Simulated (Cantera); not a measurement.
A Cantera script and what it prints.

```python
import numpy as np
import cantera as ct

gas_names = [...]  # 118 gases of nasa_gas.yaml made of C, Cl, F, H
cond_names = """
    C(gr) C6H6(L) C7H8(L) C8H18(L),n-octa
""".split()


# ... load() reads the species with a 1 bar reference pressure and builds the phases ...
atoms = {
    'CF4': {'C': 1, 'F': 4},
    'HCl': {'H': 1, 'CL': 1},
    'CH4': {'C': 1, 'H': 4},
}
top_T = {'C(gr)': 4500}  # K; cautious upper limits of use, not melting points


# ... equilibrate(T, P, feed) seeds the gas with the atoms and calls Mixture.equilibrate('TP', solver="vcs", rtol=1e-11, max_steps=5000) ...
results = []
feed = {'CF4': 1, 'HCl': 0.24, 'CH4': 0.42}  # mol
P = 1.1  # Pa
for T in [2298, 2348, 2398, 2448, 2498, 2548, 2598, 2648, 2698, 2748]:
    mix = equilibrate(T, P, feed)
    results.append((T, P, feed, dict(zip(mix.species_names, mix.species_moles))))
    x = sorted(zip(gas.X, gas.species_names), reverse=True)
    print(f"T = {T:g} K  P = {P:g} Pa  gas = {mix.phase_moles(0):.4g} mol")
    print("   x: " + "  ".join(f"{s} {v:.3e}" for v, s in x if v > 0.001))
    print("   condensed (mol): " + ("  ".join(f"{mix.phase(i).name} {mix.phase_moles(i):.4g}"
          for i in range(1, mix.n_phases) if mix.phase_moles(i) > 1e-12) or "none"))
```

Result:

```
T = 2298 K  P = 1.1 Pa  gas = 4.282 mol
   x: F 4.840e-01  HF 4.393e-01  CL 5.596e-02  H 8.927e-03  CF 8.008e-03  C3 1.465e-03  CF2 1.358e-03
   condensed (mol): C(gr) 1.357
T = 2348 K  P = 1.1 Pa  gas = 4.333 mol
   x: F 4.855e-01  HF 4.263e-01  CL 5.530e-02  H 1.669e-02  CF 9.615e-03  C3 3.623e-03  C 1.634e-03
   condensed (mol): C(gr) 1.317
T = 2398 K  P = 1.1 Pa  gas = 4.426 mol
   x: F 4.871e-01  HF 4.040e-01  CL 5.413e-02  H 2.965e-02  CF 1.146e-02  C3 8.619e-03  C 3.506e-03
   condensed (mol): C(gr) 1.229
T = 2448 K  P = 1.1 Pa  gas = 4.599 mol
   x: F 4.876e-01  HF 3.678e-01  CL 5.209e-02  H 4.945e-02  C3 1.977e-02  CF 1.352e-02  C 7.290e-03  C2 1.804e-03
   condensed (mol): C(gr) 1.032
T = 2498 K  P = 1.1 Pa  gas = 4.923 mol
   x: F 4.828e-01  HF 3.134e-01  H 7.620e-02  CL 4.866e-02  C3 4.380e-02  CF 1.567e-02  C 1.472e-02  C2 4.034e-03
   condensed (mol): C(gr) 0.578
T = 2548 K  P = 1.1 Pa  gas = 5.365 mol
   x: F 4.788e-01  HF 2.501e-01  H 1.073e-01  C3 6.886e-02  CL 4.466e-02  C 2.606e-02  CF 1.629e-02  C2 7.102e-03
   condensed (mol): none
T = 2598 K  P = 1.1 Pa  gas = 5.638 mol
   x: F 4.957e-01  HF 1.989e-01  H 1.412e-01  C3 6.064e-02  CL 4.250e-02  C 3.742e-02  CF 1.463e-02  C2 8.411e-03
   condensed (mol): none
T = 2648 K  P = 1.1 Pa  gas = 5.943 mol
   x: F 5.105e-01  H 1.731e-01  HF 1.495e-01  C 5.222e-02  C3 5.129e-02  CL 4.033e-02  CF 1.295e-02  C2 9.606e-03
   condensed (mol): none
T = 2698 K  P = 1.1 Pa  gas = 6.256 mol
   x: F 5.213e-01  H 1.997e-01  HF 1.068e-01  C 7.063e-02  C3 4.122e-02  CL 3.832e-02  CF 1.120e-02  C2 1.051e-02
   condensed (mol): none
T = 2748 K  P = 1.1 Pa  gas = 6.557 mol
   x: F 5.272e-01  H 2.192e-01  C 9.215e-02  HF 7.330e-02  CL 3.657e-02  C3 3.097e-02  C2 1.090e-02  CF 9.422e-03
   condensed (mol): none
```

These are equilibrium values from Cantera (NASA tables, ideal gas, pure condensed phases), not measurements of a reactor.
